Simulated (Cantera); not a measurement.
A freely propagating, adiabatic, planar premixed flame of H2 : O2 : N2 = 1 : 0.633 : 2.38 (molar parts), unburnt at 675 K and 6.60 bar; mixture-averaged transport, grid criteria slope 0.08 and curve 0.16, no radiation.

Detailed kinetics in Cantera: the H2/O2 subset of GRI-Mech 3.0, which has no nitrogen chemistry. The hydrogen kinetics of GRI-Mech 3.0 are dated; newer H2 mechanisms differ, most at raised pressure. Burning velocities carry a grid error of a few per cent, more on coarse grids.

Problem. Predict: laminar burning velocity; thermal thickness; peak x(OH); peak x(HO2); peak x(H).

Solution. 
* **laminar burning velocity**: 619 cm/s
* **thermal thickness**: 0.0426 mm
* **peak x(OH)**: 0.0168
* **peak x(HO2)**: 0.000985
* **peak x(H)**: 0.0179
